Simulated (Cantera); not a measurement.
## Low-pressure radical oxidation in H2/O2

An isothermal, constant-pressure homogeneous reactor starts with 5.57 % H2, 94.4 % O2, equivalence ratio 0.029, at 1375 K and 0.0267 bar.

Detailed kinetics in Cantera: the H2/O2 subset of GRI-Mech 3.0, which has no nitrogen chemistry. Radical loss at walls, strong at low pressure, is not modelled. The temperature is held fixed by assumption; the heat of reaction is taken as removed at once.

```csv
t (s),x H2,x O2,x OH,x O,x HO2
3.00e-6,0.0557,0.944,6.24e-10,6.32e-10,5.19e-9
1.35e-5,0.0557,0.944,9.17e-9,9.73e-9,2.33e-8
6.04e-5,0.0557,0.944,1.16e-7,1.39e-7,1.05e-7
0.000271,0.0556,0.944,2.63e-5,3.28e-5,5.40e-7
0.00122,0.00104,0.899,0.00610,0.0386,4.46e-6
0.00546,0.000816,0.909,0.00545,0.0302,4.18e-6
0.0245,0.000345,0.929,0.00358,0.0121,3.02e-6
0.110,4.45e-5,0.941,0.00129,0.00152,9.35e-7
0.493,3.54e-6,0.942,0.000366,0.000120,1.39e-7
2.21,3.93e-7,0.943,0.000123,1.34e-5,5.25e-8
9.93,1.17e-7,0.943,6.70e-5,4.01e-6,6.79e-8
44.6,1.11e-7,0.943,6.53e-5,3.81e-6,6.92e-8
200,1.11e-7,0.943,6.53e-5,3.81e-6,6.92e-8
```
x: mole fraction; the columns are a selection and need not sum to one.

Equilibrium at this temperature and pressure: H2 1.11e-7, O2 0.943, OH 6.53e-5, O 3.81e-6, HO2 6.92e-8 (gas phase only).
